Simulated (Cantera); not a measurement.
Mixture: CH₄ : CO : O₂ : N₂ = 1 : 0.051 : 0.965 : 3.63 (molar parts), equivalence ratio 2.1, at 4.84 atm, adiabatic and at constant volume. Ignition delay is the time to a rise of 400 K.

Detailed kinetics in Cantera: GRI-Mech 3.0 (53 species, 325 reactions).

**Question.** What does this change do: CO 0.051 to 0.14 parts?

**Answer.** 
| quantity | before | after |
|---|---|---|
| delay at 1100 K | 66.1 ms | 81.6 ms |
| delay at 1200 K | 15.8 ms | 18.5 ms |
| delay at 1300 K | 4.38 ms | 4.90 ms |
| delay at 1400 K | 1.35 ms | 1.46 ms |
| apparent activation energy between 1350 and 1450 K | 180 kJ/mol | 190 kJ/mol |

**Question.** What does this change do: 0.044 parts H2 added?

**Answer.** 
```csv
quantity,before,after
delay at 1100 K,66.1 ms,24.8 ms
delay at 1200 K,15.8 ms,8.73 ms
delay at 1300 K,4.38 ms,2.96 ms
delay at 1400 K,1.35 ms,1.02 ms
apparent activation energy between 1350 and 1450 K,180 kJ/mol,170 kJ/mol
```
